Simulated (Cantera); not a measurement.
What does this Cantera script print?

```python
import numpy as np
import cantera as ct

gas = ct.Solution("gri30.yaml", transport_model="multicomponent")
show = ['NH3', 'OH', 'H2O']

rows = []
print(f"{'T/K':>7s}{'rho':>11s}{'cp':>10s}{'mu':>11s}{'lambda':>11s}{'Pr':>7s}" + "".join(f"{'D_' + s:>11s}" for s in show))
for T in [400, 600, 800, 1000, 1200, 1400, 1600, 1800, 2000]:
    gas.TPX = T, 230, {'O2': 0.71}
    Pr = gas.cp_mass * gas.viscosity / gas.thermal_conductivity
    D = [gas.mix_diff_coeffs_mole[gas.species_index(s)] for s in show]
    rows.append([gas.density, gas.cp_mass, gas.viscosity, gas.thermal_conductivity, Pr, *D])
    print(f"{T:7g}{gas.density:11.4e}{gas.cp_mass:10.1f}{gas.viscosity:11.4e}"
          f"{gas.thermal_conductivity:11.4e}{Pr:7.3f}" + "".join(f"{d:11.4e}" for d in D))
print("SI units: kg/m3, J/kg/K, Pa s, W/m/K, m2/s")
```

Output:

```
    T/K        rho        cp         mu     lambda     Pr      D_NH3       D_OH      D_H2O
    400 2.2129e-03     941.4 2.5629e-05 3.3889e-02  0.712 1.6976e-02 2.3462e-02 1.7596e-02
    600 1.4752e-03    1002.6 3.4077e-05 4.8102e-02  0.710 3.5791e-02 4.6781e-02 3.7551e-02
    800 1.1064e-03    1054.7 4.1353e-05 6.1465e-02  0.710 5.9657e-02 7.5832e-02 6.3034e-02
   1000 8.8515e-04    1090.2 4.7912e-05 7.3669e-02  0.709 8.7944e-02 1.1004e-01 9.3329e-02
   1200 7.3762e-04    1114.2 5.3973e-05 8.4884e-02  0.708 1.2024e-01 1.4903e-01 1.2796e-01
   1400 6.3225e-04    1134.2 5.9661e-05 9.5570e-02  0.708 1.5626e-01 1.9249e-01 1.6661e-01
   1600 5.5322e-04    1151.4 6.5055e-05 1.0584e-01  0.708 1.9577e-01 2.4019e-01 2.0903e-01
   1800 4.9175e-04    1166.8 7.0208e-05 1.1579e-01  0.707 2.3863e-01 2.9196e-01 2.5503e-01
   2000 4.4257e-04    1181.2 7.5158e-05 1.2551e-01  0.707 2.8468e-01 3.4762e-01 3.0447e-01
SI units: kg/m3, J/kg/K, Pa s, W/m/K, m2/s
```

Detailed kinetics in Cantera: GRI-Mech 3.0 (53 species, 325 reactions).
